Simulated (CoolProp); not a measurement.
Computed with CoolProp (reference Helmholtz-energy equation of state, Fiedler 2023).

### Question
Give the vapour pressure (MPa), liquid density (kg/m³), vapour density (kg/m³), enthalpy of vaporisation (kJ/kg) of saturated tetrahydrofuran at 312.1 K.

### Answer
```csv
T (K),p (MPa),liquid density (kg/m³),vapour density (kg/m³),enthalpy of vaporisation (kJ/kg)
312.1,0.0386,866,1.09,436
```
